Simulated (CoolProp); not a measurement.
Isopentane along the isotherm 305 K: density (kg/m³) from the reference equation and from simpler models built on Tc = 460.3 K, pc = 33.78 bar, ω = 0.227; each cubic takes its own stable root.

Values from CoolProp's reference Helmholtz-energy equation of state, Lemmon 2006. It is a short technical equation, of lower accuracy than the large ones.

| p (bar) | phase | reference | van der Waals | Redlich-Kwong | Soave-Redlich-Kwong |
|---|---|---|---|---|---|
| 28.2 | liquid | 612.0 | 383.4 | 554.9 | 570.8 |
| 56.3 | liquid | 615.9 | 391.7 | 562.0 | 576.5 |
| 84.5 | liquid | 619.7 | 398.4 | 568.4 | 581.7 |
| 113 | liquid | 623.2 | 404.1 | ? | 586.5 |
| 141 | liquid | 626.6 | 409.0 | 579.4 | 590.9 |
| 169 | liquid | 629.8 | 413.2 | 584.2 | 594.9 |
| 197 | liquid | 632.8 | 417.0 | ? | 598.6 |
| 225 | liquid | 635.7 | 420.5 | 592.7 | 602.1 |
| 253 | liquid | 638.5 | ? | 596.4 | 605.3 |
| 282 | liquid | 641.3 | 426.5 | 600.1 | 608.5 |
| 310 | liquid | ? | 429.2 | 603.4 | 611.4 |
| 338 | liquid | 646.5 | 431.6 | 606.5 | ? |

**Question.** Some entries are withheld; supply them.

**Answer.** 
- 113, Redlich-Kwong: 574.3
- 197, Redlich-Kwong: 588.6
- 253, van der Waals: 423.6
- 310, reference: 643.9
- 338, Soave-Redlich-Kwong: 614.1
